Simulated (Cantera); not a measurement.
Feed: 1 mol C₂F₆, 0.061 mol H₂, at 2625 °C.

Method: chemical equilibrium by Gibbs-energy minimisation in Cantera with the NASA 1993 tables (ideal gas, pure condensed phases). Candidate condensed phases: C, C₆H₆, C₇H₈, C₈H₁₈; 95 gas species. The feed counts by its element totals alone. Rates play no part.

**Question.** At 3.20 mbar, list the 7 most abundant gas species with their mole fractions, and the condensed phases.

**Answer.** F 0.838, CF 0.0779, C₃ 0.0316, CF₂ 0.0228, HF 0.0195, C 0.00581, C₂ 0.00315. Condensed: C(graphite).
